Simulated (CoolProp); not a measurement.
A closed Brayton cycle with carbon dioxide: compressor inlet 314.15 K and 7.9 MPa, high pressure 14.3 MPa, turbine inlet 735 K, compressor efficiency 0.89, turbine efficiency 0.9, recuperator effectiveness 0.8 (on enthalpy, no pinch check). Each further row changes one setting.

Computed with CoolProp (reference Helmholtz-energy equation of state, Span 1996).

| case | thermal efficiency (%) | net work (kJ/kg) | compressor to turbine work | compressor exit (K) | turbine exit (K) |
|---|---|---|---|---|---|
| as stated | (withheld) | 47.9 | 0.32 | 358.0 | 668.2 |
| turbine inlet 685 K | (withheld) | (withheld) | 0.35 | 358.0 | (withheld) |
| compressor inlet 324.15 K | 22.5 | (withheld) | 0.39 | 373.3 | 668.2 |
| high pressure 12.2 MPa | (withheld) | (withheld) | 0.31 | 346.1 | (withheld) |
| recuperator effectiveness 0.5 | 15.1 | 47.9 | 0.32 | 358.0 | 668.2 |

Q: What belongs in the gaps?

A: 
- as stated, thermal efficiency (%): 22.9
- turbine inlet 685 K, thermal efficiency (%): 22.0
- turbine inlet 685 K, net work (kJ/kg): 42.4
- turbine inlet 685 K, turbine exit (K): 620.8
- compressor inlet 324.15 K, net work (kJ/kg): 43.1
- high pressure 12.2 MPa, thermal efficiency (%): 19.4
- high pressure 12.2 MPa, net work (kJ/kg): 36.4
- high pressure 12.2 MPa, turbine exit (K): 685.8
